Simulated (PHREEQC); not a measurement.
0.28 g of hydrous ferric oxide (600 m²/g; 0.2 weak and 0.005 strong sites per Fe, Dzombak-Morel constants, diffuse double layer) in 1 kg of water with 0.05 mol/kgw of an inert sodium salt and 0.2 mmol/kgw ZnCl2, at 25 °C; the pH is set by adding NaOH or the inert anion's acid. O2 is buffered at 0.21 atm. No CO2 enters from the air. No solid was allowed to form.

All values are PHREEQC results (ion-association model, wateq4f.dat), not measurements.

Predict Zn sorbed (%) at pH = 6, 9.5, 10.


| pH | Zn sorbed (%) |
|---|---|
| 6 | 10.9 |
| 9.5 | 99.5 |
| 10 | 99.2 |
